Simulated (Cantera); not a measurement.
Input (Python, Cantera) and output of one run.

```python
import numpy as np
import cantera as ct

gas_names = """
    N NO NO2 NO3 N2 N2O O O2 O3 Ti TiO TiO2
""".split()
cond_names = """
    Ti(a) Ti(b) Ti(L) TiN(s) TiN(L) TiO(a) TiO(b) TiO(L) TiO2(ru) TiO2(L) Ti2O3(a) Ti2O3(b) Ti2O3(L)
    Ti3O5(a) Ti3O5(b) Ti3O5(L) Ti4O7(s) Ti4O7(L)
""".split()


def load(file, names, dense=False):
    # The tables refer to 1 bar. Condensed volumes are neglected.
    table = {s.name: s for s in ct.Species.list_from_file(file)}
    out = []
    for n in names:
        d = dict(table[n].input_data)
        d["thermo"] = dict(d["thermo"], **{"reference-pressure": 1e5})
        if dense:
            d["equation-of-state"] = {"model": "constant-volume", "density": "1e6 g/cm^3"}
        out.append(ct.Species.from_dict(d))
    return out


gas = ct.Solution(thermo="ideal-gas", species=load("nasa_gas.yaml", gas_names))
cond = {s.name: ct.Solution(thermo="fixed-stoichiometry", species=[s], name=s.name)
        for s in load("nasa_condensed.yaml", cond_names, dense=True)}
atoms = {
    'TiN': {'Ti': 1, 'N': 1},
    'O2': {'O': 2},
}
top_T = {}  # K; cautious upper limits of use, not melting points


def equilibrate(T, P, feed):
    n = {}
    for name, mol in feed.items():
        for a, k in atoms[name].items():
            n[a] = n.get(a, 0.0) + k * mol
    gas.TPX = T, P, n
    mass = sum(n.values()) * gas.mean_molecular_weight
    gas.equilibrate("TP")
    valid = [c for c in cond.values() if c.min_temp <= T <= top_T.get(c.name, c.max_temp)]
    mix = ct.Mixture([(gas, mass / gas.mean_molecular_weight)] + [(c, 0.0) for c in valid])
    mix.T, mix.P = T, P
    mix.equilibrate("TP", solver="vcs", rtol=1e-11, max_steps=5000)
    return mix


results = []
T = 1598  # K
P = 11000  # Pa
for m in [0.91, 1.2, 1.6, 2, 2.7, 3.5, 4.6, 6, 7.9, 10]:
    feed = {'TiN': 1, 'O2': m}  # mol
    mix = equilibrate(T, P, feed)
    results.append((T, P, feed, dict(zip(mix.species_names, mix.species_moles))))

top = {s: max(r[3][s] / sum(r[3][g] for g in gas_names) for r in results) for s in gas_names}
cols = sorted((s for s in top if top[s] > 1e-06), key=lambda s: -top[s])[:7]
seen = [c for c in cond_names if any(r[3].get(c, 0) > 1e-12 for r in results)]
print("log10 of partial pressures in bar; condensed amounts in mol")
print(f"{'n(O2)':>10s}" + "".join(f"{s[:9]:>10s}" for s in cols + seen))
for T, P, feed, n in results:
    ng = sum(n[g] for g in gas_names)
    print(f"{feed['O2']:10.4g}" + "".join(f"{np.log10(max(n[s] / ng * P / 1e5, 1e-99)):10.3f}" for s in cols)
          + "".join(f"{n.get(c, 0):10.4g}" for c in seen))
```

Output:

```
log10 of partial pressures in bar; condensed amounts in mol
     n(O2)        N2        O2        NO         O       NO2  TiO2(ru)  Ti4O7(s)
      0.91    -0.959   -13.377    -9.494   -11.538   -18.235      0.28      0.18
       1.2    -1.105    -1.504    -3.631    -5.601    -6.435         1         0
       1.6    -1.302    -1.223    -3.589    -5.460    -6.252         1         0
         2    -1.437    -1.135    -3.613    -5.417    -6.232         1         0
       2.7    -1.604    -1.071    -3.664    -5.385    -6.252         1         0
       3.5    -1.739    -1.038    -3.715    -5.368    -6.286         1         0
       4.6    -1.875    -1.015    -3.772    -5.357    -6.332         1         0
         6    -2.003    -1.000    -3.828    -5.349    -6.380         1         0
       7.9    -2.133    -0.989    -3.887    -5.344    -6.434         1         0
        10    -2.242    -0.982    -3.938    -5.340    -6.482         1         0
```

These are equilibrium values from Cantera (NASA tables, ideal gas, pure condensed phases), not measurements of a reactor. Mutual solubility and eutectic melting of coexisting phases are not modelled. Condensed phases not in the tables: Magnéli phases beyond Ti4O7.
